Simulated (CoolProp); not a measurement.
CF4 (R14) along the isobar 55.9 bar: Z from the reference equation and from simpler models built on Tc = 227.4 K, pc = 37.62 bar, ω = 0.178; each cubic takes its own stable root.

Computed with CoolProp (reference Helmholtz-energy equation of state, Platzer 1990). This equation is an older, rougher fit; its heat capacities, sound speeds and derivatives of the liquid may be far off and weren't checked against measurements.

```csv
T (K),phase,reference,Soave-Redlich-Kwong,Peng-Robinson
219.6,liquid,0.2389,0.2632,0.2354
241.7,supercritical,0.3688,0.4094,0.3819
263.8,supercritical,0.6420,0.6588,0.6257
286,supercritical,0.7588,0.7746,0.7421
308.1,supercritical,0.8277,0.8440,0.8133
330.2,supercritical,0.8744,0.8909,0.8620
352.3,supercritical,0.9084,0.9242,0.8973
374.5,supercritical,0.9341,0.9489,0.9238
396.6,supercritical,0.9540,0.9674,0.9440
418.7,supercritical,0.9698,0.9816,0.9598
440.8,supercritical,0.9825,0.9927,0.9723
463,supercritical,0.9929,1.001,0.9822
```
